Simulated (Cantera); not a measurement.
Feed: 1 mol CCl₄, 0.037 mol Si, 11 mol H₂, equilibrated at 1325 K and 10000 Pa.

Method: chemical equilibrium by Gibbs-energy minimisation in Cantera with the NASA 1993 tables (ideal gas, pure condensed phases). Candidate condensed phases: C, C₆H₆, C₇H₈, C₈H₁₈, Si, SiC; 109 gas species. The tables' values for SiCl₃ are old estimates; treat these amounts as uncertain. Equilibrium is a limit: real reactors are often held back by kinetics, nucleation or transport.

Base state: H₂ 0.698, HCl 0.298, SiCl₄ 0.00192, SiCl₃ 0.000350, SiCl₂ 0.000345, CH₄ 0.000327, SiHCl₃ 0.000231 (mole fractions); condensed: C(graphite).

Question: What changes in the equilibrium state with this change: temperature from 1325 K to 2598.15 K?

Answer: 
| species | before | after |
|---|---|---|
| H₂ | 0.698 | 0.608 |
| HCl | 0.298 | 0.258 |
| H | 4.32e-6 | 0.0939 |
| Cl | 1.55e-6 | 0.0279 |
| SiCl₂ | 0.000345 | 0.00125 |
| Si | <1e-9 | 0.000806 |
| SiC₂ | <1e-9 | 0.000274 |
| SiCl | <1e-9 | 0.000270 |
| C(graphite), mol | 0.996 | 0.710 |
The tables' values for SiCl are old estimates; treat these amounts as uncertain.

Question: What changes in the equilibrium state with this change: temperature from 1325 K to 1123 K?

Answer: 
```tsv
species	before	after
H₂	0.698	0.698
HCl	0.298	0.298
SiCl₄	0.00192	0.00272
CH₄	0.000327	0.00143
SiCl₂	0.000345	3.93e-6
SiCl₃	0.000350	2.93e-5
SiHCl₃	0.000231	0.000109
C(graphite), mol	0.996	0.981
```

Question: What changes in the equilibrium state with this change: H₂ from 11 to 0.18 mol?

Answer: 
| species | before | after |
|---|---|---|
| Cl₂ | 1.00e-9 | 0.776 |
| HCl | 0.298 | 0.164 |
| Cl | 1.55e-6 | 0.0430 |
| H₂ | 0.698 | <1e-9 |
| SiCl₄ | 0.00192 | 0.0169 |
| SiCl₂ | 0.000345 | <1e-9 |
| CH₄ | 0.000327 | <1e-9 |
| SiHCl₃ | 0.000231 | <1e-9 |
| C(graphite), mol | 0.996 | 1.000 |
